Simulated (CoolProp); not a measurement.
Vapour-liquid equilibrium of carbon dioxide (1) + CH3F (R41) (2) at 230.5 K; x and y are mole fractions of (1).

Values from CoolProp's multi-fluid Helmholtz-energy mixture model, Span 1996 and Lemmon 2006; pair parameters Bell 2016.

| x | bubble pressure (bar) | y at the bubble point | dew pressure at overall composition x (bar) | liquid density (mol/L) |
|---|---|---|---|---|
| 0.05 | 5.384 | 0.079 | 5.315 | 23.62 |
| 0.2 | 5.919 | 0.284 | 5.691 | 23.89 |
| 0.35 | 6.444 | 0.459 | 6.109 | 24.19 |
| 0.5 | 6.987 | 0.613 | 6.581 | 24.51 |
| 0.65 | 7.565 | 0.750 | 7.132 | 24.84 |
| 0.8 | 8.192 | 0.870 | 7.808 | 25.17 |
| 0.95 | 8.867 | 0.971 | 8.711 | 25.50 |

No azeotrope shows between x = 0.05 and 0.95.

Pair parameters are fitted to limited data, so mixtures are less certain than the pure fluids.
